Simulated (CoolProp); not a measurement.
Vapour-liquid equilibrium of propane (1) + toluene (2) at 21.75 °C; x and y are mole fractions of (1).

Computed with CoolProp (multi-fluid Helmholtz-energy mixture model, Lemmon 2009 and Lemmon 2006; pair parameters Bell 2016).

### Question
Give the bubble pressure and the first vapour's composition at x = 0.05, 0.2, 0.35. Is there an azeotrope?

### Answer
x = 0.05: 0.08034 MPa, y = 0.960; x = 0.2: 0.2829 MPa, y = 0.989; x = 0.35: 0.4358 MPa, y = 0.993. No azeotrope shows between x = 0.05 and 0.95.

The pair parameters rest on a limited set of measurements; away from them the model extrapolates. The gap from Raoult's law changes sign with composition, which may be real or a fault of the pair parameters; it wasn't checked against measurements. With so large a gap from Raoult's law the liquid may split in two, which this calculation doesn't test in full.
